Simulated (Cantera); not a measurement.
Gas mixture: N2O : CO2 = 0.84 : 0.42 (molar parts), at 720 Pa, frozen composition.

Cantera's kinetic-theory transport with the Lennard-Jones parameters of GRI-Mech 3.0, ideal gas; thermal conductivity in the multicomponent form. The composition is frozen, though it would react at the higher temperatures.

One state of this run: ρ (kg/m³) = 0.00448; cp (J/kg/K) = 1202; μ (µPa s) = 35.9; λ (mW/m/K) = 58.4; Pr = 0.739; D (cm²/s) H2O = 171; D (cm²/s) C2H2 = 115; D (cm²/s) NH3 = 163. D: mixture-averaged diffusion coefficient of that species in the mixture.

### Question
Which value of T (K) does it belong to?
A) 1300
B) 850
C) 700
D) 1000

### Answer
B, 850
